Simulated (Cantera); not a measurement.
A freely propagating, adiabatic, planar premixed flame of 2.07 % CH₄, 0.807 % C₂H₆, 2.28 % C₃H₈, 19.9 % O₂, 74.9 % N₂, unburnt at 400 K and 1.20 bar; mixture-averaged transport, grid criteria slope 0.08 and curve 0.16, no radiation.

Computed with Cantera and GRI-Mech 3.0 (53 species, 325 reactions). GRI-Mech 3.0 was tuned for natural gas; its chemistry of propane as a main component is partial and can be far from experiment. Burning velocities carry a grid error of a few per cent, more on coarse grids.

Predict: laminar burning velocity; thermal thickness; peak x(CH₂); peak x(HO₂); peak x(H₂O₂).


- laminar burning velocity = 65.4 cm/s
- thermal thickness = 0.297 mm
- peak x(CH₂) = 4.12e-5
- peak x(HO₂) = 0.000290
- peak x(H₂O₂) = 3.59e-5
